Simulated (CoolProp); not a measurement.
Vapour-liquid equilibrium of acetone (1) + n-hexane (2) at 324.2 K; x and y are mole fractions of (1).

Computed with CoolProp (multi-fluid Helmholtz-energy mixture model, Lemmon 2006 and Thol 2019; pair parameters Bell 2016).

Task: Give the bubble pressure and the first vapour's composition at x = 0.05, 0.5, 0.8. Is there an azeotrope?

Result: x = 0.05: 0.7072 bar, y = 0.236; x = 0.5: 1.048 bar, y = 0.599; x = 0.8: 1.034 bar, y = 0.707. y crosses x between x = 0.5 and 0.65: the model has an azeotrope there.

The pair parameters rest on a limited set of measurements; away from them the model extrapolates. With so large a gap from Raoult's law the liquid may split in two, which this calculation doesn't test in full.
